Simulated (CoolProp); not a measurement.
Values from CoolProp's reference Helmholtz-energy equation of state, Span 1996.

### Question
Give the vapour pressure (MPa), liquid cp (kJ/(kg K)), vapour Z, liquid conductivity (mW/(m K)) of saturated carbon dioxide at -15.55 °C.

### Answer
| T (°C) | p (MPa) | liquid cp (kJ/(kg K)) | vapour Z | liquid conductivity (mW/(m K)) |
|---|---|---|---|---|
| -15.55 | 2.25 | 2.22 | 0.776 | 128 |

Thermal conductivity comes from a separate model (Huber 2016).
